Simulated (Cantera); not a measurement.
A closed system holds: 1 mol H2S, 7.1 mol H2O, 0.84 mol O2, 0.012 mol SO2, held at 1348.15 K.

Method: chemical equilibrium by Gibbs-energy minimisation in Cantera with the NASA 1993 tables (ideal gas, pure condensed phases). Candidate condensed phases: H2O, H2SO4, S; 19 gas species. Rates play no part.

### Question
At 84.0 Pa, list the 6 most abundant gas species with their mole fractions, and the condensed phases.

### Answer
H2O 0.786, H2 0.109, SO2 0.0937, S2 0.00716, H2S 0.00220, SO 0.00150. Condensed: gas only.
